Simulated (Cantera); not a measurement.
A Cantera script and what it prints.

```python
import numpy as np
import cantera as ct

gas_names = [...]  # 113 gases of nasa_gas.yaml made of C, Cu, H, O
cond_names = """
    C(gr) C6H6(L) C7H8(L) C8H18(L),n-octa Cu(cr) Cu(L) CuO(s) CuO2H2(s) Cu2O(s) Cu2O(L) H2O(s) H2O(L)
""".split()


# ... load() reads the species with a 1 bar reference pressure and builds the phases ...
atoms = {
    'Cu2O': {'Cu': 2, 'O': 1},
    'CH4': {'C': 1, 'H': 4},
    'CO': {'C': 1, 'O': 1},
}
top_T = {'C(gr)': 4500, 'CuO(s)': 1390}  # K; cautious upper limits of use, not melting points


# ... equilibrate(T, P, feed) seeds the gas with the atoms and calls Mixture.equilibrate('TP', solver="vcs", rtol=1e-11, max_steps=5000) ...
results = []
feed = {'Cu2O': 1, 'CH4': 0.31, 'CO': 0.059}  # mol
T = 1775  # K
P = 19000  # Pa
mix = equilibrate(T, P, feed)
results.append((T, P, feed, dict(zip(mix.species_names, mix.species_moles))))
print(gas.report(threshold=1e-06))
for i in range(1, mix.n_phases):
    print(f"{mix.phase(i).name:16s} {mix.phase_moles(i):12.5e} mol")
```

Result:

```
       temperature   1775 K
          pressure   19000 Pa
           density   0.029559 kg/m^3
  mean mol. weight   22.96 kg/kmol
   phase of matter   gas

                          1 kg             1 kmol
                     ---------------   ---------------
          enthalpy       -6.8083e+06       -1.5632e+08  J
   internal energy        -7.451e+06       -1.7108e+08  J
           entropy             12251        2.8128e+05  J/K
    Gibbs function       -2.8553e+07       -6.5559e+08  J
 heat capacity c_p              2055             47184  J/K
 heat capacity c_v            1692.9             38869  J/K

                      mass frac. Y      mole frac. X     chem. pot. / RT
                     ---------------   ---------------   ---------------
                CO           0.21714           0.17799           -38.179
               CO2           0.37236           0.19427           -61.016
                Cu         0.0058829         0.0021256           -7.3293
               Cu2        2.0213e-05        3.6516e-06           -14.659
                 H        1.0247e-05        0.00023341           -11.429
                H2          0.010849           0.12356           -22.859
               H2O           0.39369           0.50176           -45.696
                OH        4.3723e-05        5.9028e-05           -34.266
     [ +105 minor]        4.8275e-07        3.1157e-07

C(gr)             0.00000e+00 mol
Cu(L)             1.99789e+00 mol
Cu2O(L)           0.00000e+00 mol
```

Method: chemical equilibrium by Gibbs-energy minimisation in Cantera with the NASA 1993 tables (ideal gas, pure condensed phases).
